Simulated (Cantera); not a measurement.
Hydrocarbon pyrolysis for carbon deposition

An isothermal, constant-pressure homogeneous reactor starts with 45.5 % C₂H₄, 54.5 % H₂, at 2023 K and 3.75 Torr.

Computed with Cantera and GRI-Mech 3.0 (53 species, 325 reactions). GRI-Mech 3.0 was tuned for natural gas; its chemistry of ethylene as a main component is partial and can be far from experiment. GRI-Mech 3.0 stops at C3 and has no aromatics, soot or wall deposition, so with more carbon than oxygen in the feed, carbon stays in small species such as C2H2 where larger ones or solid carbon would form. Radical loss at walls, strong at low pressure, is not modelled.

```json
[
 {"t (s)": "2.00e-5", "x C₂H₄": "0.452", "x H₂": "0.546", "x CH₄": "4.24e-10", "x C₂H": "1.82e-10", "x C₂H₂": "0.00149", "x CH₃": "1.49e-9", "x H": "3.69e-6"},
 {"t (s)": "9.15e-5", "x C₂H₄": "0.445", "x H₂": "0.549", "x CH₄": "1.43e-8", "x C₂H": "3.51e-9", "x C₂H₂": "0.00679", "x CH₃": "3.02e-8", "x H": "1.44e-5"},
 {"t (s)": "0.000418", "x C₂H₄": "0.410", "x H₂": "0.559", "x CH₄": "6.64e-7", "x C₂H": "7.04e-8", "x C₂H₂": "0.0305", "x CH₃": "3.39e-7", "x H": "6.44e-5"},
 {"t (s)": "0.00191", "x C₂H₄": "0.273", "x H₂": "0.602", "x CH₄": "1.41e-5", "x C₂H": "1.12e-6", "x C₂H₂": "0.124", "x CH₃": "1.30e-6", "x H": "0.000269"},
 {"t (s)": "0.00875", "x C₂H₄": "0.0382", "x H₂": "0.675", "x CH₄": "6.59e-5", "x C₂H": "4.54e-6", "x C₂H₂": "0.286", "x CH₃": "1.37e-6", "x H": "0.000531"},
 {"t (s)": "0.0400", "x C₂H₄": "3.54e-5", "x H₂": "0.685", "x CH₄": "7.46e-5", "x C₂H": "2.10e-5", "x C₂H₂": "0.312", "x CH₃": "4.92e-6", "x H": "0.00229"},
 {"t (s)": "0.183", "x C₂H₄": "1.17e-5", "x H₂": "0.679", "x CH₄": "6.27e-5", "x C₂H": "9.11e-5", "x C₂H₂": "0.311", "x CH₃": "1.79e-5", "x H": "0.00986"},
 {"t (s)": "0.837", "x C₂H₄": "6.37e-6", "x H₂": "0.670", "x CH₄": "3.17e-5", "x C₂H": "0.000195", "x C₂H₂": "0.309", "x CH₃": "1.95e-5", "x H": "0.0210"},
 {"t (s)": "3.83", "x C₂H₄": "6.09e-6", "x H₂": "0.669", "x CH₄": "2.02e-5", "x C₂H": "0.000206", "x C₂H₂": "0.309", "x CH₃": "1.31e-5", "x H": "0.0221"},
 {"t (s)": "17.5", "x C₂H₄": "6.09e-6", "x H₂": "0.669", "x CH₄": "2.02e-5", "x C₂H": "0.000206", "x C₂H₂": "0.309", "x CH₃": "1.31e-5", "x H": "0.0221"},
 {"t (s)": "80.0", "x C₂H₄": "6.09e-6", "x H₂": "0.669", "x CH₄": "2.02e-5", "x C₂H": "0.000206", "x C₂H₂": "0.309", "x CH₃": "1.31e-5", "x H": "0.0221"}
]
```
x: mole fraction; the columns are a selection and need not sum to one.

Equilibrium at this temperature and pressure: C₂H₄ 6.09e-6, H₂ 0.669, CH₄ 2.02e-5, C₂H 0.000206, C₂H₂ 0.309, CH₃ 1.31e-5, H 0.0221 (gas phase only).
